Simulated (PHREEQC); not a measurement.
Solution (20 °C): 100 mmol/kgw HCl and 0.034 mmol/kgw LiCl. Closed to the air; pH follows from the charge balance.

Equilibrium calculation in PHREEQC: ion-association model, wateq4f.dat.

The pH is 1.08, the ionic strength is 0.100 mol/kgw and the total alkalinity is -100 meq/kg.

| species | molality | activity | log γ |
|---|---|---|---|
| H+ | 0.100 | 0.0827 | -0.083 |
| Cl- | 0.100 | 0.0766 | -0.116 |
| Li+ | 3.40e-5 | 2.71e-5 | -0.099 |

Precipitation was switched off in this run. Species that the database lacks are ignored.
